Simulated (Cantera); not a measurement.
An isothermal, constant-pressure homogeneous reactor starts with NO : N2 = 1 : 0.16 (molar parts), at 2000 K and 2670 Pa.

Model: GRI-Mech 3.0 (53 species, 325 reactions), integrated in Cantera. Radical loss at walls, strong at low pressure, is not modelled.

x: mole fraction; the columns are a selection and need not sum to one.

```json
[
 {"t (s)": "2.00e-6", "x NO": "0.862", "x O2": "1.60e-12", "x O": "4.60e-8", "x NO2": "2.40e-12", "x N2O": "4.60e-8", "x N2": "0.138"},
 {"t (s)": "6.59e-6", "x NO": "0.862", "x O2": "1.75e-11", "x O": "1.52e-7", "x NO2": "2.61e-11", "x N2O": "1.52e-7", "x N2": "0.138"},
 {"t (s)": "2.17e-5", "x NO": "0.862", "x O2": "1.91e-10", "x O": "5.00e-7", "x NO2": "2.84e-10", "x N2O": "5.00e-7", "x N2": "0.138"},
 {"t (s)": "7.17e-5", "x NO": "0.862", "x O2": "2.07e-9", "x O": "1.65e-6", "x NO2": "___", "x N2O": "1.65e-6", "x N2": "0.138"},
 {"t (s)": "0.000236", "x NO": "0.862", "x O2": "2.25e-8", "x O": "5.45e-6", "x NO2": "___", "x N2O": "5.40e-6", "x N2": "0.138"},
 {"t (s)": "0.000779", "x NO": "0.862", "x O2": "2.47e-7", "x O": "1.80e-5", "x NO2": "___", "x N2O": "1.75e-5", "x N2": "0.138"},
 {"t (s)": "0.00257", "x NO": "0.862", "x O2": "2.80e-6", "x O": "6.07e-5", "x NO2": "___", "x N2O": "5.43e-5", "x N2": "0.138"},
 {"t (s)": "0.00847", "x NO": "0.862", "x O2": "3.73e-5", "x O": "0.000210", "x NO2": "___", "x N2O": "0.000147", "x N2": "0.138"},
 {"t (s)": "0.0279", "x NO": "0.860", "x O2": "0.000497", "x O": "0.000551", "x NO2": "___", "x N2O": "0.000259", "x N2": "0.139"},
 {"t (s)": "0.0920", "x NO": "0.854", "x O2": "0.00318", "x O": "0.000699", "x NO2": "___", "x N2O": "0.000265", "x N2": "0.141"},
 {"t (s)": "0.303", "x NO": "0.835", "x O2": "0.0127", "x O": "0.000813", "x NO2": "___", "x N2O": "0.000243", "x N2": "0.151"},
 {"t (s)": "1.00", "x NO": "0.768", "x O2": "0.0461", "x O": "0.00111", "x NO2": "___", "x N2O": "0.000188", "x N2": "0.185"}
]
```

Problem. Some entries are withheld; supply them.

Solution. 
- 7.17e-5, x NO2: 3.06e-9
- 0.000236, x NO2: 3.25e-8
- 0.000779, x NO2: 3.30e-7
- 0.00257, x NO2: 2.87e-6
- 0.00847, x NO2: 1.62e-5
- 0.0279, x NO2: 3.74e-5
- 0.0920, x NO2: 4.66e-5
- 0.303, x NO2: 6.21e-5
- 1.00, x NO2: 9.70e-5
